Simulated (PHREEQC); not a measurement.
Make-up at 25 °C: 0.0087 mol Pb(NO3)2, 5.1e-05 mol H3AsO4 and 0.17 mol Na2SO4 per kg of water. Closed to the air; pH follows from the charge balance.

All values are PHREEQC results (ion-association model, wateq4f.dat), not measurements.

### Question
The ionic strength comes out as 0.426 mol/kgw. What activity coefficients do Pb+2, PbNO3+, Na+, H+, NO3- get?

### Answer
Pb+2 0.29, PbNO3+ 0.73, Na+ 0.71, H+ 0.77, NO3- 0.63.

No solid was allowed to form. Saturation is exceeded, for instance for Anglesite, Larnakite; the values hold only as long as no solid forms. Complexes and solids missing from the database can't appear. The database has no arsenate complexes of Pb.
